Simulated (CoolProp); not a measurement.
Vapour pressure (kPa) of ethylene: the reference equation beside estimates from Tc = 282.4 K, pc = 5042 kPa, ω = 0.087. Clausius-Clapeyron is anchored at 210.9 K with a constant enthalpy of vaporisation of 11.53 kJ/mol.

Model: reference Helmholtz-energy equation of state, Smukala 2000, in CoolProp.

```json
[
 {"T (K)": "203.6", "reference": "526.5", "Lee-Kesler": "526.8", "Clausius-Clapeyron": "549.0", "van der Waals": "1174", "Redlich-Kwong": "563.6", "Soave-Redlich-Kwong": "527.4", "Peng-Robinson": "526.3"},
 {"T (K)": "207.3", "reference": "607.6", "Lee-Kesler": "608.2", "Clausius-Clapeyron": "620.0", "van der Waals": "1283", "Redlich-Kwong": "651.1", "Soave-Redlich-Kwong": "609.4", "Peng-Robinson": "607.2"},
 {"T (K)": "210.9", "reference": "695.0", "Lee-Kesler": "695.8", "Clausius-Clapeyron": "695.0", "van der Waals": "1396", "Redlich-Kwong": "745.1", "Soave-Redlich-Kwong": "697.8", "Peng-Robinson": "694.5"},
 {"T (K)": "214.6", "reference": "794.0", "Lee-Kesler": "795.1", "Clausius-Clapeyron": "778.4", "van der Waals": "1518", "Redlich-Kwong": "851.3", "Soave-Redlich-Kwong": "798.2", "Peng-Robinson": "793.5"},
 {"T (K)": "218.3", "reference": "903.0", "Lee-Kesler": "904.2", "Clausius-Clapeyron": "868.5", "van der Waals": "1647", "Redlich-Kwong": "967.7", "Soave-Redlich-Kwong": "908.8", "Peng-Robinson": "902.5"},
 {"T (K)": "221.9", "reference": "1019", "Lee-Kesler": "1020", "Clausius-Clapeyron": "962.8", "van der Waals": "1779", "Redlich-Kwong": "1091", "Soave-Redlich-Kwong": "1027", "Peng-Robinson": "1019"},
 {"T (K)": "225.6", "reference": "1149", "Lee-Kesler": "1150", "Clausius-Clapeyron": "1067", "van der Waals": "1922", "Redlich-Kwong": "1229", "Soave-Redlich-Kwong": "1159", "Peng-Robinson": "1149"},
 {"T (K)": "229.3", "reference": "1291", "Lee-Kesler": "1292", "Clausius-Clapeyron": "1178", "van der Waals": "2071", "Redlich-Kwong": "1378", "Soave-Redlich-Kwong": "1303", "Peng-Robinson": "1292"},
 {"T (K)": "232.9", "reference": "1441", "Lee-Kesler": "1442", "Clausius-Clapeyron": "1293", "van der Waals": "2223", "Redlich-Kwong": "1535", "Soave-Redlich-Kwong": "1456", "Peng-Robinson": "1443"},
 {"T (K)": "236.6", "reference": "1608", "Lee-Kesler": "1608", "Clausius-Clapeyron": "1420", "van der Waals": "2387", "Redlich-Kwong": "1709", "Soave-Redlich-Kwong": "1625", "Peng-Robinson": "1610"},
 {"T (K)": "240.3", "reference": "1788", "Lee-Kesler": "1787", "Clausius-Clapeyron": "1554", "van der Waals": "2558", "Redlich-Kwong": "1895", "Soave-Redlich-Kwong": "1809", "Peng-Robinson": "1792"},
 {"T (K)": "243.9", "reference": "1977", "Lee-Kesler": "1976", "Clausius-Clapeyron": "1692", "van der Waals": "2731", "Redlich-Kwong": "2089", "Soave-Redlich-Kwong": "2001", "Peng-Robinson": "1982"},
 {"T (K)": "247.6", "reference": "2186", "Lee-Kesler": "2184", "Clausius-Clapeyron": "1842", "van der Waals": "2917", "Redlich-Kwong": "2302", "Soave-Redlich-Kwong": "2212", "Peng-Robinson": "2193"},
 {"T (K)": "251.3", "reference": "2410", "Lee-Kesler": "2407", "Clausius-Clapeyron": "2000", "van der Waals": "3110", "Redlich-Kwong": "2529", "Soave-Redlich-Kwong": "2440", "Peng-Robinson": "2419"}
]
```

Absolute difference from the reference over all 14 rows, mean and median: Lee-Kesler 0.1 and 0.1 %, Clausius-Clapeyron 8.3 and 7.9 %, van der Waals 68.4 and 63.8 %, Redlich-Kwong 6.5 and 6.9 %, Soave-Redlich-Kwong 0.8 and 0.9 %, Peng-Robinson 0.1 and 0.1 %.
